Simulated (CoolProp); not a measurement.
Properties of cis-2-butene along the isobar 53.8 bar.

Computed with CoolProp (reference Helmholtz-energy equation of state, Lemmon 2005). It is a short technical equation, of lower accuracy than the large ones.

```tsv
T (K)	phase	density (kg/m³)	Joule-Thomson coefficient (K/MPa)	expansivity (1/kK)
261.8	liquid	662.3	-0.4231	1.582
283.2	liquid	639.5	-0.3763	1.697
304.6	liquid	615.7	-0.3165	1.850
326.1	liquid	590.5	-0.2379	2.059
347.5	liquid	563.3	-0.1316	2.354
368.9	liquid	533.3	0.02312	2.798
390.3	liquid	498.7	0.2731	3.536
411.8	liquid	455.8	0.7594	5.038
433.2	liquid	393.5	2.158	9.971
```
